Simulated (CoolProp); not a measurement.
The numbers come from the reference Helmholtz-energy equation of state, Kamei 1995 in CoolProp.

**Question.** For R22, give the phase and the density (kg/m³), cv (kJ/(kg K)), viscosity (µPa s) at 180 K and 23.5 MPa; 361.3 K and 23.5 MPa.

**Answer.** 
- 180 K and 23.5 MPa: liquid; density 1580, cv 0.679, viscosity 876
- 361.3 K and 23.5 MPa: liquid; density 1100, cv 0.739, viscosity 105

Viscosity comes from a separate model (Bell 2016), an estimate that may be off by 10 % or more.
